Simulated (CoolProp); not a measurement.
Vapour-liquid equilibrium of R152A (1) + n-butane (2) at 76.75 °C; x and y are mole fractions of (1).

Model: multi-fluid Helmholtz-energy mixture model, Outcalt 1996 and Bücker 2006; pair parameters Bell 2016, in CoolProp.

Q: Give the bubble pressure and the first vapour's composition at x = 0.2, 0.5, 0.8. Is there an azeotrope?

A: x = 0.2: 1.557 MPa, y = 0.424; x = 0.5: 2.002 MPa, y = 0.633; x = 0.8: 2.208 MPa, y = 0.817. y crosses x between x = 0.8 and 0.95: the model has an azeotrope there.

The pair parameters rest on a limited set of measurements; away from them the model extrapolates.
